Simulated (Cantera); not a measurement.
Charge: 1 mol CH₃SiH₃, 0.099 mol CH₄, 3.3 mol H₂, equilibrated at 2600 K and 10000 Pa.

Method: chemical equilibrium by Gibbs-energy minimisation in Cantera with the NASA 1993 tables (ideal gas, pure condensed phases). Candidate condensed phases: C, C₆H₆, C₇H₈, C₈H₁₈, Si, SiC; 87 gas species. The feed counts by its element totals alone. Gases not in the tables: Si₂H₆ and higher silanes. The numbers say what is thermodynamically allowed, not how fast it happens.

Base state: H₂ 0.829, H 0.110, Si 0.0293, C₂H₂ (acetylene) 0.0134, SiC₂ 0.01000, Si₂C 0.00535, SiH 0.00192, SiH₂ 0.000360 (mole fractions); condensed: C(graphite) + SiC(s).

Task: What changes in the equilibrium state with this change: temperature from 2600 K to 2048 K?

Result: 
```json
[
 {"species": "H₂", "before": "0.829", "after": "0.992"},
 {"species": "H", "before": "0.110", "after": "0.00705"},
 {"species": "C₂H₂ (acetylene)", "before": "0.0134", "after": "0.00104"},
 {"species": "Si", "before": "0.0293", "after": "4.93e-5"},
 {"species": "C₃", "before": "2.21e-5", "after": "<1e-9"},
 {"species": "SiC", "before": "2.18e-5", "after": "1.34e-9"},
 {"species": "Si₃", "before": "1.35e-5", "after": "<1e-9"},
 {"species": "Si₂", "before": "0.000270", "after": "3.73e-8"},
 {"species": "SiC₂", "before": "0.01000", "after": "2.54e-6"},
 {"species": "C(graphite), mol", "before": "0.0973", "after": "0.0856"},
 {"species": "SiC(s), mol", "before": "0.618", "after": "1.000"}
]
```
